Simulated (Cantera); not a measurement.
A freely propagating, adiabatic, planar premixed flame of H₂ : O₂ : N₂ = 1 : 0.943 : 3.3 (molar parts), equivalence ratio 0.53, unburnt at 300 K and 10.0 bar; mixture-averaged transport, grid criteria slope 0.08 and curve 0.16, no radiation.

Cantera simulation using the H2/O2 subset of GRI-Mech 3.0, which has no nitrogen chemistry; the numbers are that mechanism's predictions, not measurements. The hydrogen kinetics of GRI-Mech 3.0 are dated; newer H2 mechanisms differ, most at raised pressure. Burning velocities carry a grid error of a few per cent, more on coarse grids. Lean hydrogen flames are cellular in practice and burn faster than this planar one.

How do the results move with these cheaper or finer settings: unity-Lewis-number transport; multicomponent transport; multicomponent+Soret transport; grid criteria slope 0.5, curve 1; grid criteria slope 0.25, curve 0.5; grid criteria slope 0.03, curve 0.06?


| setting | laminar burning velocity | thermal thickness | peak x(OH) | peak x(H) | grid points |
|---|---|---|---|---|---|
| as above | 11.6 cm/s | 0.112 mm | 0.00141 | 0.000179 | 117 |
| unity-Lewis-number transport | 36.9 cm/s | 0.0428 mm | 0.00296 | 0.00129 | 111 |
| multicomponent transport | 12.0 cm/s | 0.110 mm | 0.00143 | 0.000186 | 120 |
| multicomponent+Soret transport | 11.7 cm/s | 0.111 mm | 0.00141 | 0.000181 | 119 |
| grid criteria slope 0.5, curve 1 | 7.42 cm/s | 0.184 mm | 0.000743 | 7.06e-5 | 41 |
| grid criteria slope 0.25, curve 0.5 | 7.59 cm/s | 0.176 mm | 0.000786 | 7.39e-5 | 46 |
| grid criteria slope 0.03, curve 0.06 | 12.5 cm/s | 0.102 mm | 0.00157 | 0.000210 | 278 |
Unity Lewis numbers drop preferential diffusion, which matters most where H2 and H carry the flame; Soret adds thermal diffusion.
